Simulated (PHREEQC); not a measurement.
Make-up at 3.7 °C: 11 mmol/kgw Pb(NO3)2, 0.28 mmol/kgw NaNO3 and 0.032 mmol/kgw Na2SO4. Closed to the air; pH follows from the charge balance.

All values are PHREEQC results (ion-association model, wateq4f.dat), not measurements.

| quantity | before | after |
|---|---|---|
| pH | 4.93 | 4.93 |
| ionic strength (mol/kgw) | 0.0302 | 0.0300 |
| PbNO3+ (mol/kgw) | 0.00152 | 0.00151 |
| NaSO4- (mol/kgw) | 1.02e-8 | 1.89e-9 |
| HSO4- (mol/kgw) | 6.08e-9 | 6.08e-9 |
| SI of Larnakite (PbO:PbSO4) | +0.01 | +0.01 |
| SI of Pb(OH)2 (Pb(OH)2) | -1.39 | -1.39 |

**Question.** What was changed between the two runs?
(A) NaNO3 from 0.00028 to 0.0014 mol/kgw
(B) NaNO3 left out
(C) temperature from 3.7 to 50 °C
(D) Pb(NO3)2 from 0.011 to 0.0121 mol/kgw
(E) temperature from 3.7 to 40 °C

**Answer.** B, NaNO3 left out

This is a speciation only: nothing precipitates in the calculation. Some of these states are supersaturated (in Anglesite, for instance). Away from 25 °C the constants follow the database's enthalpies or fits; those with neither stay at their 25 °C values.
